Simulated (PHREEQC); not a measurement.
Make-up at 55 °C: 100 mmol/kgw HF, 0.088 mmol/kgw (NH4)2SiF6 and 52 mmol/kgw H2SO4. Closed to the air; pH follows from the charge balance.

All values are PHREEQC results (ion-association model, phreeqc.dat), not measurements.

This is a speciation only: nothing precipitates in the calculation.

**Question.** What pH does the model give?

**Answer.** pH 1.29.

**Question.** In which forms is S present?

**Answer.** HSO4- 84 %, SO4-2 16 % of the S.

Away from 25 °C the constants follow the database's enthalpies or fits; those with neither stay at their 25 °C values. SiF6-2 is the database's only silicon fluoride.
